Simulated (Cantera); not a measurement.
Feed: 1 mol SiHCl3, 0.7 mol N2, 29 mol H2, held at 1850 K and 13.0 Pa.

Method: chemical equilibrium by Gibbs-energy minimisation in Cantera with the NASA 1993 tables (ideal gas, pure condensed phases). Candidate condensed phases: NH4Cl, Si, Si3N4; 28 gas species. The tables' values for SiCl, SiN are old estimates; treat these amounts as uncertain. Gases not in the tables: Si2H6 and higher silanes. The numbers say what is thermodynamically allowed, not how fast it happens.

Base state: H2 0.832, HCl 0.0714, H 0.0431, N2 0.0211, Si 0.0210, SiCl2 0.00750, Cl 0.00281, SiCl 0.00122 (mole fractions); condensed: gas only.

**Question.** What changes in the equilibrium state with this change: H2 from 29 to 0.3 mol?

**Answer.** 
```
species   before    after
-------  -------  -------
SiCl2    0.00750    0.311
HCl       0.0714    0.303
N2        0.0211    0.226
H2         0.832   0.0994
Cl       0.00281   0.0345
Si        0.0210  0.00580
H         0.0431   0.0149
SiCl3    2.73e-6  0.00139
SiH2     1.49e-5  4.90e-7
Si2      6.23e-5  4.75e-6
```
The tables' values for SiCl, SiCl3, SiN are old estimates; treat these amounts as uncertain.
